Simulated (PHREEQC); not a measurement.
Make-up at 50 °C: 2 mmol/kgw AlCl3. Closed to the air; pH follows from the charge balance.

Equilibrium calculation in PHREEQC: ion-association model, phreeqc.dat.

Precipitation was switched off in this run.

Q: Estimate the pH.

A: pH 3.61.

Q: In which forms is Al present?

A: Al+3 88 %, AlOH+2 11 %, Al(OH)2+ 1.6 % of the Al.

Examples of supersaturated solids here: Gibbsite (slow to form). Others may be too. Constants without temperature data keep their 25 °C values here.
